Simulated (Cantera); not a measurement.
A closed system holds: 1 mol Al, 1.6 mol HCl, 0.43 mol H2, at 702 °C and 0.0133 bar.

These are equilibrium values from Cantera (NASA tables, ideal gas, pure condensed phases), not measurements of a reactor. Candidate condensed phases: Al, AlCl3; 12 gas species. The tables' values for AlCl2 are old estimates; treat these amounts as uncertain. Rates play no part.

Base state: H2 0.676, AlCl3 0.274, AlCl 0.0417, AlCl2 0.00816, Al2Cl6 0.000142, HCl 7.42e-5 (mole fractions); condensed: Al(l).

What changes in the equilibrium state with this change: HCl from 1.6 to 3.3 mol?


```json
[
 {"species": "H2", "before": "0.676", "after": "0.598"},
 {"species": "AlCl3", "before": "0.274", "after": "0.309"},
 {"species": "HCl", "before": "7.42e-5", "after": "0.0929"},
 {"species": "AlCl", "before": "0.0417", "after": "2.66e-8"},
 {"species": "AlCl2", "before": "0.00816", "after": "6.92e-6"},
 {"species": "Al2Cl6", "before": "0.000142", "after": "0.000181"},
 {"species": "Al(l), mol", "before": "0.411", "after": "0"}
]
```
